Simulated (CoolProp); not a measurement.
Vapour-liquid equilibrium of R134a (1) + R1234ze(E) (2) at -37.65 °C; x and y are mole fractions of (1).

Computed with CoolProp (multi-fluid Helmholtz-energy mixture model, Tillner-Roth 1994 and Thol 2016; pair parameters Bell 2022).

| x | bubble pressure, mixture model (bar) | bubble pressure, Raoult's law (bar) | y, mixture model | y, Raoult's law |
|---|---|---|---|---|
| 0.05 | ___ | 0.4241 | ___ | 0.068 |
| 0.2 | ___ | 0.4485 | ___ | 0.258 |
| 0.35 | 0.5020 | 0.4729 | ___ | 0.428 |
| 0.5 | 0.5261 | 0.4973 | 0.575 | 0.582 |
| 0.65 | 0.5458 | 0.5216 | 0.702 | 0.721 |
| 0.8 | ___ | 0.5460 | ___ | 0.848 |
| 0.95 | 0.5748 | 0.5704 | ___ | 0.964 |

Fill in the missing entries.


- 0.05, bubble pressure, mixture model (bar): 0.4321
- 0.05, y, mixture model: 0.084
- 0.2, bubble pressure, mixture model (bar): 0.4716
- 0.2, y, mixture model: 0.283
- 0.35, y, mixture model: 0.440
- 0.8, bubble pressure, mixture model (bar): 0.5618
- 0.8, y, mixture model: 0.828
- 0.95, y, mixture model: 0.956

The largest gap from Raoult's law is +6.2 % in bubble pressure, at x = 0.35. No azeotrope shows between x = 0.05 and 0.95.

The pair parameters rest on a limited set of measurements; away from them the model extrapolates.
